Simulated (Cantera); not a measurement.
Thermodynamics of carbothermic reduction, feed CuO + C + N₂

Charge: 1 mol CuO, 0.63 mol C, 0.84 mol N₂, held at 0.00133 bar.

These are equilibrium values from Cantera (NASA tables, ideal gas, pure condensed phases), not measurements of a reactor. Candidate condensed phases: C, Cu, CuO, Cu₂O; 27 gas species. The numbers say what is thermodynamically allowed, not how fast it happens.

From 800 K to 1300 K the condensed part is Cu(s). From 1400 K to 1700 K the condensed part is Cu(l). From 1800 K to 2100 K nothing is condensed.

```csv
T (K),x N₂,x Cu,x CO₂,x CO,x O₂,n Cu(s),n Cu(l)
800,0.571,<1e-12,0.252,0.177,<1e-12,1.00,0
900,0.571,1.35e-10,0.252,0.177,<1e-12,1.00,0
1000,0.571,1.17e-8,0.252,0.177,<1e-12,1.00,0
1100,0.571,4.47e-7,0.252,0.177,<1e-12,1.000,0
1200,0.571,9.21e-6,0.252,0.177,<1e-12,1.000,0
1300,0.571,0.000118,0.252,0.177,3.56e-11,1.000,0
1400,0.571,0.00101,0.251,0.177,1.46e-9,0,0.999
1500,0.568,0.00617,0.250,0.176,3.64e-8,0,0.991
1600,0.554,0.0298,0.244,0.172,6.04e-7,0,0.955
1700,0.503,0.119,0.222,0.156,7.16e-6,0,0.801
1800,0.340,0.404,0.150,0.106,6.39e-5,0,0
1900,0.340,0.404,0.148,0.106,0.000438,0,0
2000,0.339,0.403,0.143,0.111,0.00220,0,0
2100,0.336,0.400,0.129,0.123,0.00713,0,0
```
x: gas mole fraction; n: condensed amount in mol.
